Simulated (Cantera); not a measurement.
Cantera run, input and output.

```python
import numpy as np
import cantera as ct

gas = ct.Solution("h2o2.yaml")
gas.TPX = 475, 180000, {'H2': 1, 'O2': 0.455, 'N2': 1.71, 'H2O': 0.39}
flame = ct.FreeFlame(gas, width=0.027)
flame.set_refine_criteria(ratio=3, slope=0.08, curve=0.16)
flame.transport_model = "mixture-averaged"
flame.solve(loglevel=0, auto=True)
z, T = flame.grid, flame.T
thick = (T[-1] - T[0]) / np.gradient(T, z).max()
show = ['H2', 'O2', 'H2O', 'O', 'OH', 'HO2']
print(f"laminar burning velocity  {flame.velocity[0] * 100:.3f} cm/s")
print(f"burnt temperature         {T[-1]:.1f} K")
print(f"thermal thickness         {thick * 1e3:.4f} mm")
print(f"grid points               {len(z)}")
z0 = z[flame.heat_release_rate.argmax()]
print(f"{'z/mm':>9s}{'T/K':>9s}{'u/(m/s)':>9s}" + "".join(f"{s:>11s}" for s in show))
rows = []
for k in (-3, -2, -1.5, -1, -0.5, -0.25, 0, 0.25, 0.5, 1, 2, 4, 8):
    zz = z0 + k * thick
    rows.append([k * thick, np.interp(zz, z, T), np.interp(zz, z, flame.velocity),
                 *(np.interp(zz, z, flame.X[gas.species_index(s)]) for s in show)])
    print(f"{rows[-1][0] * 1e3:9.3f}{rows[-1][1]:9.1f}{rows[-1][2]:9.3f}" + "".join(f"{x:11.3e}" for x in rows[-1][3:]))
```

Result:

```
laminar burning velocity  388.066 cm/s
burnt temperature         2295.5 K
thermal thickness         0.1805 mm
grid points               111
     z/mm      T/K  u/(m/s)         H2         O2        H2O          O         OH        HO2
   -0.542    475.0    3.881  2.813e-01  1.280e-01  1.097e-01  8.257e-13  1.145e-14  1.491e-11
   -0.361    475.0    3.880  2.812e-01  1.280e-01  1.097e-01  8.214e-11  1.140e-12  1.645e-09
   -0.271    475.0    3.880  2.811e-01  1.280e-01  1.097e-01  9.636e-10  1.355e-11  2.293e-08
   -0.181    475.5    3.878  2.799e-01  1.282e-01  1.099e-01  2.212e-08  4.858e-10  7.839e-07
   -0.090    503.1    4.037  2.663e-01  1.300e-01  1.133e-01  2.635e-06  8.067e-06  1.886e-04
   -0.045    744.2    5.776  2.272e-01  1.250e-01  1.390e-01  1.373e-04  7.486e-04  6.666e-04
    0.000   1181.5    8.906  1.582e-01  9.604e-02  2.103e-01  1.809e-03  2.078e-03  2.531e-04
    0.045   1492.5   11.122  9.377e-02  5.339e-02  2.904e-01  4.608e-03  5.874e-03  1.053e-04
    0.090   1660.8   12.310  6.350e-02  2.915e-02  3.328e-01  5.451e-03  9.619e-03  4.997e-05
    0.181   1823.1   13.413  5.081e-02  1.669e-02  3.568e-01  4.792e-03  1.229e-02  2.421e-05
    0.361   1965.9   14.336  4.623e-02  1.184e-02  3.714e-01  3.236e-03  1.227e-02  1.407e-05
    0.722   2083.9   15.072  4.106e-02  8.014e-03  3.851e-01  1.882e-03  1.077e-02  7.751e-06
    1.444   2171.3   15.601  3.580e-02  4.986e-03  3.969e-01  9.910e-04  8.611e-03  3.941e-06
```

Model: the H2/O2 subset of GRI-Mech 3.0, which has no nitrogen chemistry, integrated in Cantera. Burning velocities carry a grid error of a few per cent, more on coarse grids.
